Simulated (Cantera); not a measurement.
Feed: 1 mol TiO2, 4.3 mol CH4, 0.063 mol CO, at 0.133 bar.

Cantera equilibrium calculation (NASA polynomials, part measured and part estimated; ideal gas, pure solids and liquids). Candidate condensed phases: C, C6H6, C7H8, C8H18, H2O, Ti, TiC, TiO, TiO2, Ti2O3, Ti3O5, Ti4O7; 113 gas species. TiC: taken at fixed stoichiometry. Equilibrium is a limit: real reactors are often held back by kinetics, nucleation or transport. All values below are at 1975 K.

Base state: H2 0.803, CO 0.193, H 0.00336, C2H2 (acetylene) 0.000521, CH4 3.90e-5 (mole fractions); condensed: C(graphite) + TiC(s).

Task: What changes in the equilibrium state with this change: CH4 from 4.3 to 0.32 mol?

Result: 
| species | before | after |
|---|---|---|
| H2 | 0.803 | 0.612 |
| CO | 0.193 | 0.372 |
| H2O | 2.68e-6 | 0.0115 |
| C2H2 (acetylene) | 0.000521 | <1e-9 |
| CO2 | 1.44e-7 | 0.00155 |
| CH4 | 3.90e-5 | 7.78e-9 |
| C(graphite), mol | 1.29 | 0 |
| TiC(s), mol | 1.00 | 0 |
| Ti3O5(s), mol | 0 | 0.333 |
